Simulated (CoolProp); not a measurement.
Model: reference Helmholtz-energy equation of state, Lemmon 2006, in CoolProp. It is a short technical equation, of lower accuracy than the large ones.

### Question
For CH3F (R41), give the phase and the Joule-Thomson coefficient (K/MPa) at 395 K and 0.33 MPa; 395 K and 1.13 MPa.

### Answer
- 395 K and 0.33 MPa: gas; Joule-Thomson coefficient 8.17
- 395 K and 1.13 MPa: gas; Joule-Thomson coefficient 8.07
